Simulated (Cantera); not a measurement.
A perfectly stirred reactor is fed with CO : O₂ : H₂O : N₂ = 0.0036 : 0.014 : 0.00026 : 1 (molar parts), at 4.93 atm; it is held at 1125 K, and followed from long to short residence time.

Model: GRI-Mech 3.0 (53 species, 325 reactions), integrated in Cantera.

### Question
What does this change do: pressure from 4.93 atm to 1.09 atm?

### Answer
| quantity | before | after |
|---|---|---|
| x(CO) at τ = 14.0 s | 0.000347 | 0.000110 |
| x(O₂) at τ = 14.0 s | 0.0122 | 0.0121 |
| x(H₂O) at τ = 14.0 s | 0.000256 | 0.000255 |
| x(H₂) at τ = 14.0 s | 9.43e-8 | 6.86e-8 |
| x(NO₂) at τ = 14.0 s | 1.75e-7 | 4.55e-8 |
| x(CO) at τ = 32.0 ms | 0.00347 | 0.00285 |
| x(O₂) at τ = 32.0 ms | 0.0137 | 0.0134 |
| x(H₂O) at τ = 32.0 ms | 0.000255 | 0.000252 |
| x(H₂) at τ = 32.0 ms | 1.61e-7 | 1.64e-6 |
| x(NO₂) at τ = 32.0 ms | 2.49e-11 | 1.34e-10 |
